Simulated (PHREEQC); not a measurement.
## Acid rinse or clean: speciation

A solution holds 0.21 mol/kgw HF, 0.004 mol/kgw ZnSO4 and 0.0028 mol/kgw CuCl2, at 20 °C. Closed to the air; pH follows from the charge balance.

Computed with PHREEQC (ion-association model, phreeqc.dat).

Each row changes one thing in this solution. Precipitation was switched off in this run.

| case | pH | ionic strength (mol/kgw) | HF (mol/kgw) | HF2- (mol/kgw) | CuCl+ (mol/kgw) | CuCl2 (mol/kgw) |
|---|---|---|---|---|---|---|
| as made | 1.83 | 0.0367 | 0.184 | 0.00736 | 1.42e-5 | 2.78e-8 |
| HF from 0.21 to 0.231 mol/kgw | 1.80 | 0.0380 | 0.203 | 0.00835 | 1.41e-5 | 2.75e-8 |
| ZnSO4 left out | 1.81 | 0.0254 | 0.185 | 0.00702 | 1.68e-5 | 3.48e-8 |
| ZnSO4 replaced by ZnCl2 at the same molality | 1.81 | 0.0373 | 0.185 | 0.00711 | 3.72e-5 | 1.77e-7 |
| HF from 0.21 to 0.189 mol/kgw | 1.86 | 0.0354 | 0.165 | 0.00639 | 1.43e-5 | 2.82e-8 |
| ZnSO4 from 0.004 to 0.0004 mol/kgw | 1.81 | 0.0266 | 0.185 | 0.00706 | 1.65e-5 | 3.39e-8 |
